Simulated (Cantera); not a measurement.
Input: 1 mol PH₃, 0.029 mol O₂, 1.5 mol H₂, held at 0.0960 bar.

These are equilibrium values from Cantera (NASA tables, ideal gas, pure condensed phases), not measurements of a reactor. Candidate condensed phases: H₂O, P, P₄O₁₀; 17 gas species. Gases not in the tables: HPO₂, HPO₃ and P₄O₆. Equilibrium is a limit: real reactors are often held back by kinetics, nucleation or transport.

x: gas mole fraction; nothing condenses.

```csv
T (°C),x H₂,x H,x P₂,x P,x P₄,x H₂O,x PO
627,0.904,3.59e-10,0.00216,<1e-12,0.0757,0.0178,2.84e-8
827,0.892,7.88e-8,0.0293,1.16e-9,0.0611,0.0176,3.69e-6
1027,0.857,…,…,…,…,0.0168,…
1227,0.843,5.22e-5,0.139,3.42e-6,0.00215,0.0160,0.000578
1427,0.842,0.000436,0.141,3.58e-5,0.000282,0.0143,0.00214
1627,0.841,0.00235,0.139,0.000227,5.47e-5,0.0112,0.00509
1827,0.837,0.00920,0.136,0.00101,1.43e-5,0.00766,0.00855
2027,0.819,0.0283,0.132,0.00342,4.59e-6,0.00476,0.0113
2227,0.778,0.0716,0.124,0.00946,1.67e-6,0.00282,0.0128
2427,0.697,0.153,0.111,0.0218,6.23e-7,0.00162,0.0132
2627,…,…,…,…,…,…,0.0127
2827,0.411,0.440,0.0632,0.0700,6.08e-8,0.000463,0.0115
3027,0.256,0.596,0.0373,0.0976,1.30e-8,0.000229,0.00997
```

Problem. What belongs in the gaps?

Solution. 
- 1027, x H: 3.31e-6
- 1027, x P₂: 0.107
- 1027, x P: 1.42e-7
- 1027, x P₄: 0.0194
- 1027, x PO: 8.40e-5
- 2627, x H₂: 0.571
- 2627, x H: 0.280
- 2627, x P₂: 0.0898
- 2627, x P: 0.0425
- 2627, x P₄: 2.15e-7
- 2627, x H₂O: 0.000891
